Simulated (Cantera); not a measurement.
Equilibrium for metals in furnace atmospheres: Pb + O2 + H2

Charge: 1 mol Pb, 0.012 mol O2, 7.4 mol H2.

Method: chemical equilibrium by Gibbs-energy minimisation in Cantera with the NASA 1993 tables (ideal gas, pure condensed phases). Candidate condensed phases: H2O, Pb, PbO, PbO2, Pb3O4; 12 gas species. The numbers say what is thermodynamically allowed, not how fast it happens.

Stable condensed phases:

```
T in K \ P in Pa
              10      82     670    5500   45000  370000 3000000
   2000        A       A       A       A       A       A       B
   1950        A       A       A       A       A       A       B
   1900        A       A       A       A       A       A       B
   1850        A       A       A       A       A       B       B
   1800        A       A       A       A       A       B       B
   1750        A       A       A       A       A       B       B
   1700        A       A       A       A       A       B       B
   1650        A       A       A       A       A       B       B
   1600        A       A       A       A       A       B       B
   1550        A       A       A       A       B       B       B
   1500        A       A       A       A       B       B       B
   1450        A       A       A       A       B       B       B
```

A: gas only; B: Pb.
